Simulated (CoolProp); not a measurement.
Values from CoolProp's reference Helmholtz-energy equation of state, Thol 2016.

**Question.** Give the vapour pressure (kPa), liquid density (kg/m³), vapour density (kg/m³), enthalpy of vaporisation (kJ/kg) of saturated hexamethyldisiloxane (MM) at -11.25, 5.05, 86.35 °C.

**Answer.** 
| T (°C) | p (kPa) | liquid density (kg/m³) | vapour density (kg/m³) | enthalpy of vaporisation (kJ/kg) |
|---|---|---|---|---|
| -11.25 | 0.642 | 797 | 0.0480 | 245 |
| 5.05 | 1.85 | 780 | 0.130 | 238 |
| 86.35 | 65.9 | 692 | 3.75 | 200 |
